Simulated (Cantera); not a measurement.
# B + O2 + N2 (boron, boron nitride and boron oxide)

A closed system holds: 1 mol B, 5.8 mol O2, 9.8 mol N2, equilibrated at 97.0 mbar.

These are equilibrium values from Cantera (NASA tables, ideal gas, pure condensed phases), not measurements of a reactor. Candidate condensed phases: B, BN, B2O3; 17 gas species. Equilibrium is a limit: real reactors are often held back by kinetics, nucleation or transport.

```csv
T (K),x N2,x O2,x B2O3,x BO2,x NO,x O,x BO,n B2O3(l)
773,0.660,0.340,<1e-12,<1e-12,1.44e-6,<1e-12,<1e-12,0.500
923,0.660,0.340,<1e-12,2.87e-12,1.46e-5,2.34e-11,<1e-12,0.500
1073,0.660,0.340,8.89e-10,1.27e-9,7.70e-5,2.33e-9,<1e-12,0.500
1223,0.660,0.340,1.98e-7,1.22e-7,0.000271,7.56e-8,<1e-12,0.500
1373,0.660,0.340,1.29e-5,4.22e-6,0.000722,1.15e-6,2.26e-12,0.500
1523,0.659,0.339,0.000355,7.14e-5,0.00159,1.03e-5,4.21e-10,0.494
1673,0.655,0.336,0.00524,0.000715,0.00301,6.22e-5,3.00e-8,0.416
1823,0.635,0.325,0.0306,0.00383,0.00501,0.000276,8.36e-7,0
1973,0.633,0.322,0.0288,0.00732,0.00788,0.000988,6.38e-6,0
2123,0.630,0.317,0.0262,0.0125,0.0116,0.00295,3.56e-5,0
2273,0.625,0.310,0.0226,0.0191,0.0160,0.00757,0.000154,0
2423,0.618,0.298,0.0184,0.0267,0.0211,0.0172,0.000533,0
```
x: gas mole fraction; n: condensed amount in mol.

From 773 K to 1673 K the condensed part is B2O3(l). From 1823 K to 2423 K nothing is condensed.
